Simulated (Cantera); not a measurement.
A Cantera script and what it prints.

```python
import numpy as np
import cantera as ct

gas_names = """
    H HO2 H2 H2O H2O2 O OH O2 O3 Si SiH SiH2 SiH3 SiH4 SiO SiO2 Si2 Si3
""".split()
cond_names = """
    H2O(s) H2O(L) Si(cr) Si(L) SiO2(Lqz) SiO2(hqz) SiO2(L)
""".split()


def load(file, names, dense=False):
    # The tables refer to 1 bar. Condensed volumes are neglected.
    table = {s.name: s for s in ct.Species.list_from_file(file)}
    out = []
    for n in names:
        d = dict(table[n].input_data)
        d["thermo"] = dict(d["thermo"], **{"reference-pressure": 1e5})
        if dense:
            d["equation-of-state"] = {"model": "constant-volume", "density": "1e6 g/cm^3"}
        out.append(ct.Species.from_dict(d))
    return out


gas = ct.Solution(thermo="ideal-gas", species=load("nasa_gas.yaml", gas_names))
cond = {s.name: ct.Solution(thermo="fixed-stoichiometry", species=[s], name=s.name)
        for s in load("nasa_condensed.yaml", cond_names, dense=True)}
atoms = {
    'Si2H6': {'Si': 2, 'H': 6},
    'O2': {'O': 2},
    'H2': {'H': 2},
}
top_T = {}  # K; cautious upper limits of use, not melting points


def equilibrate(T, P, feed):
    n = {}
    for name, mol in feed.items():
        for a, k in atoms[name].items():
            n[a] = n.get(a, 0.0) + k * mol
    gas.TPX = T, P, n
    mass = sum(n.values()) * gas.mean_molecular_weight
    gas.equilibrate("TP")
    valid = [c for c in cond.values() if c.min_temp <= T <= top_T.get(c.name, c.max_temp)]
    mix = ct.Mixture([(gas, mass / gas.mean_molecular_weight)] + [(c, 0.0) for c in valid])
    mix.T, mix.P = T, P
    mix.equilibrate("TP", solver="vcs", rtol=1e-11, max_steps=5000)
    return mix


results = []
feed = {'Si2H6': 1, 'O2': 4.3, 'H2': 0.2}  # mol
T = 898.15  # K
P = 1333.22  # Pa
mix = equilibrate(T, P, feed)
results.append((T, P, feed, dict(zip(mix.species_names, mix.species_moles))))
x = sorted(zip(gas.X, gas.species_names), reverse=True)
print(f"T = {T:g} K  P = {P:g} Pa  gas = {mix.phase_moles(0):.4g} mol")
print("   x: " + "  ".join(f"{s} {v:.3e}" for v, s in x if v > 1e-05))
print("   condensed (mol): " + ("  ".join(f"{mix.phase(i).name} {mix.phase_moles(i):.4g}"
      for i in range(1, mix.n_phases) if mix.phase_moles(i) > 1e-12) or "none"))
```

Result:

```
T = 898.15 K  P = 1333.22 Pa  gas = 3.9 mol
   x: H2O 8.205e-01  O2 1.795e-01
   condensed (mol): SiO2(hqz) 2
```

These are equilibrium values from Cantera (NASA tables, ideal gas, pure condensed phases), not measurements of a reactor. The feed counts by its element totals alone.
